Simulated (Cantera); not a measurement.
Charge: 1 mol Si, 0.0013 mol O2, 5.2 mol N2, at 0.735 Torr.

Equilibrium computed with Cantera from the NASA thermochemical tables; the gas is ideal and each condensed phase is pure. Candidate condensed phases: Si, SiO2, Si2N2O, Si3N4; 16 gas species. N2 is the only nitrogen source here; it is nearly inert below about 1500 K, so the nitride shown seldom forms there in practice. Mutual solubility and eutectic melting of coexisting phases are not modelled. The tables' values for SiN are old estimates; treat these amounts as uncertain. Equilibrium is a limit: real reactors are often held back by kinetics, nucleation or transport.

x: gas mole fraction; n: condensed amount in mol.

```csv
T (°C),x N2,x Si,x SiO,x Si2N,x SiN,n Si2N2O(s),n Si3N4(s),n Si(s),n Si(l)
1100,1.000,8.48e-9,4.40e-6,?,6.16e-10,0.00258,0.332,0,0
1150,1.000,7.12e-8,2.62e-5,?,4.05e-9,0.00248,0.332,0,0
1200,1.000,5.17e-7,0.000138,?,2.34e-8,0.00198,0.332,0,0
1250,0.999,3.29e-6,0.000573,?,1.20e-7,0,0.332,0,0
1300,0.999,1.86e-5,0.000573,?,5.54e-7,0,0.332,0,0
1350,0.999,9.39e-5,0.000573,?,2.33e-6,0,0.332,0,0
1400,0.999,0.000426,0.000500,?,8.85e-6,0,0,0.995,0
1450,0.998,0.00100,0.000499,?,1.76e-5,0,0,0,0.992
1500,0.997,0.00217,0.000499,?,3.26e-5,0,0,0,0.985
1550,0.995,0.00451,0.000497,?,5.83e-5,0,0,0,0.972
```

Problem. Fill in the missing entries.

Solution. 
- 1100, x Si2N: 1.68e-11
- 1150, x Si2N: 2.52e-10
- 1200, x Si2N: 3.14e-9
- 1250, x Si2N: 3.31e-8
- 1300, x Si2N: 2.99e-7
- 1350, x Si2N: 2.35e-6
- 1400, x Si2N: 1.59e-5
- 1450, x Si2N: 3.10e-5
- 1500, x Si2N: 5.41e-5
- 1550, x Si2N: 9.15e-5
